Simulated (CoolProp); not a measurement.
Vapour pressure (bar) of cyclopentane: the reference equation beside estimates from Tc = 238.6 °C, pc = 45.83 bar, ω = 0.202.

Computed with CoolProp (reference Helmholtz-energy equation of state, Gedanitz 2015).

| T (°C) | reference | van der Waals | Redlich-Kwong | Soave-Redlich-Kwong |
|---|---|---|---|---|
| -35.95 | 0.01835 | 0.7487 | (withheld) | 0.01750 |
| -14.45 | 0.06764 | 1.372 | (withheld) | 0.06495 |
| 6.95 | 0.1971 | 2.294 | 0.3338 | 0.1909 |
| 28.45 | 0.4842 | (withheld) | 0.7760 | 0.4731 |
| 49.85 | 1.033 | 5.302 | 1.568 | 1.019 |
| 71.35 | 1.987 | 7.506 | 2.858 | 1.976 |
| 92.75 | 3.497 | 10.23 | 4.782 | 3.505 |
| 114.25 | 5.759 | 13.54 | 7.510 | 5.815 |
| 135.65 | 8.948 | 17.45 | 11.16 | 9.093 |
| 157.15 | (withheld) | 22.04 | 15.90 | 13.59 |
| 178.55 | 19.05 | 27.28 | 21.82 | 19.51 |
| 200.05 | 26.52 | 33.26 | (withheld) | 27.13 |
| 221.45 | 36.07 | 39.94 | 37.78 | 36.65 |

Q: What belongs in the gaps?

A: 
- -35.95, Redlich-Kwong: 0.03395
- -14.45, Redlich-Kwong: 0.1205
- 28.45, van der Waals: 3.588
- 157.15, reference: 13.31
- 200.05, Redlich-Kwong: 29.10

Absolute difference from the reference over all 13 rows, mean and median: van der Waals 682.5 and 192.5 %, Redlich-Kwong 40.7 and 36.7 %, Soave-Redlich-Kwong 2.1 and 2.1 %.
